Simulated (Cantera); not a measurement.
Charge: 1 mol Si, 0.57 mol HCl, 3.2 mol H2, held at 1 atm.

Equilibrium computed with Cantera from the NASA thermochemical tables; the gas is ideal and each condensed phase is pure. Candidate condensed phases: Si; 19 gas species. The tables' values for SiCl3 are old estimates; treat these amounts as uncertain. Equilibrium is a limit: real reactors are often held back by kinetics, nucleation or transport. All values below are at 800 °C.

Base state: H2 0.944, SiCl4 0.0212, SiHCl3 0.0173, HCl 0.0141, SiH2Cl2 0.00166, SiCl3 0.000739, SiCl2 0.000412, SiH3Cl 4.15e-5 (mole fractions); condensed: Si(s).

What changes in the equilibrium state with this change: pressure from 1 atm to 0.133 bar?


```csv
species,before,after
H2,0.944,0.939
HCl,0.0141,0.0239
SiCl4,0.0212,0.0230
SiHCl3,0.0173,0.0111
SiH3Cl,4.15e-5,9.18e-6
SiCl2,0.000412,0.00118
SiH2Cl2,0.00166,0.000622
"Si(s), mol",0.850,0.865
```

What changes in the equilibrium state with this change: pressure from 1 atm to 0.140 bar?


| species | before | after |
|---|---|---|
| H2 | 0.944 | 0.939 |
| HCl | 0.0141 | 0.0236 |
| SiCl4 | 0.0212 | 0.0230 |
| SiHCl3 | 0.0173 | 0.0112 |
| SiH3Cl | 4.15e-5 | 9.52e-6 |
| SiCl2 | 0.000412 | 0.00115 |
| SiH2Cl2 | 0.00166 | 0.000637 |
| SiCl3 | 0.000739 | 0.00129 |
| Si(s), mol | 0.850 | 0.864 |
